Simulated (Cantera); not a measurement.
Feed: 1 mol CsOH, 2 mol H2, at 23.0 Pa.

Cantera equilibrium calculation (NASA polynomials, part measured and part estimated; ideal gas, pure solids and liquids). Candidate condensed phases: Cs, CsOH, H2O; 15 gas species. Kinetics and transport are ignored. All values below are at 2023 K.

Base state: H2 0.381, Cs 0.267, H2O 0.260, H 0.0773, CsOH 0.00758, OH 0.00550, O 0.000810, O2 0.000238 (mole fractions); condensed: gas only.

Q: What changes in the equilibrium state with this change: CsOH replaced by Ca(OH)2?

A: 
```
species       before     after
-----------  -------  --------
H2             0.381     0.586
H2O            0.260     0.311
H             0.0773    0.0958
Cs             0.267         0
Ca                 0   0.00132
CsOH         0.00758         0
CaOH               0  0.000271
Ca(OH)2            0   3.78e-5
CaO(s), mol        0     0.995
```
Further candidate phases: Ca, CaO, Ca(OH)2.
